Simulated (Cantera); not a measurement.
## Premixed flame

A freely propagating, adiabatic, planar premixed flame of 10.6 % CH4, 0.457 % C2H6, 25.4 % O2, 63.5 % N2, equivalence ratio 0.90, unburnt at 325 K and 0.247 atm; mixture-averaged transport, grid criteria slope 0.08 and curve 0.16, no radiation.

Detailed kinetics in Cantera: GRI-Mech 3.0 (53 species, 325 reactions). Burning velocities carry a grid error of a few per cent, more on coarse grids.

```csv
z (mm),T (K),u (m/s),x CH4,x C2H6,x O2,x H2O,x N2O,x C2H2
-2.74,325,1.01,0.106,0.00457,0.254,8.83e-7,<1e-8,<1e-8
-1.83,325,1.01,0.106,0.00457,0.254,1.75e-5,<1e-8,<1e-8
-1.37,327,1.02,0.106,0.00456,0.253,0.000196,<1e-8,1.05e-8
-0.913,357,1.12,0.104,0.00452,0.250,0.00338,<1e-8,4.10e-7
-0.456,809,2.60,0.0788,0.00389,0.216,0.0494,<1e-8,1.99e-5
-0.228,1298,4.24,0.0453,0.00201,0.167,0.101,<1e-8,6.94e-5
0,1740,5.76,0.0128,0.000162,0.109,0.152,1.48e-8,0.000128
0.228,1929,6.41,0.00147,1.25e-6,0.0722,0.177,2.55e-8,3.48e-5
0.456,1972,6.54,9.24e-5,<1e-8,0.0574,0.183,3.33e-8,1.88e-6
0.913,2003,6.61,2.85e-7,<1e-8,0.0493,0.183,3.77e-8,<1e-8
1.83,2042,6.70,<1e-8,<1e-8,0.0460,0.182,3.85e-8,<1e-8
3.65,2097,6.85,<1e-8,<1e-8,0.0441,0.185,4.18e-8,<1e-8
7.30,2171,7.05,<1e-8,<1e-8,0.0420,0.190,5.00e-8,<1e-8
```
x: mole fraction of selected species; z is measured from the peak of heat release.

The laminar burning velocity is 101 cm/s and the thermal thickness is 0.913 mm. The peak x(C2H2) is 0.000130 and the grid points is 182.
